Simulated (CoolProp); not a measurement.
Methanol along the isobar 11.9 MPa: fugacity coefficient from the reference equation and from simpler models built on Tc = 240.2 °C, pc = 8.216 MPa, ω = 0.565; each cubic takes its own stable root.

Model: reference Helmholtz-energy equation of state, de Reuck 1993, in CoolProp.

```csv
T (°C),phase,reference
-88.45,liquid,8.498e-8
-83.15,liquid,1.803e-7
-77.95,liquid,3.615e-7
-72.65,liquid,7.059e-7
-67.45,liquid,1.313e-6
-62.15,liquid,2.389e-6
-56.85,liquid,4.212e-6
-51.65,liquid,7.140e-6
-46.35,liquid,1.190e-5
-41.05,liquid,1.934e-5
-35.85,liquid,3.044e-5
-30.55,liquid,4.728e-5
-25.35,liquid,7.137e-5
-20.05,liquid,0.0001066
```

Problem. How far does each simpler model (van der Waals, Redlich-Kwong) lie from the reference over these 14 states: mean and median of the absolute difference, and the worst?

Solution. 
- van der Waals: mean 562991.0 %, median 178259.6 %, worst +2898229.0 % at -88.45 °C and 11.9 MPa
- Redlich-Kwong: mean 3516.9 %, median 3128.5 %, worst +6808.7 % at -88.45 °C and 11.9 MPa
